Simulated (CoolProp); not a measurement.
Model: reference Helmholtz-energy equation of state, Span 2000, in CoolProp.

Problem. For nitrogen, give the phase and the Z, speed of sound (m/s), fugacity coefficient at 114 K and 372 kPa; 114 K and 1060 kPa.

Solution. 
- 114 K and 372 kPa: gas; Z 0.949, speed of sound 212, fugacity coefficient 0.951
- 114 K and 1060 kPa: gas; Z 0.840, speed of sound 199, fugacity coefficient 0.862
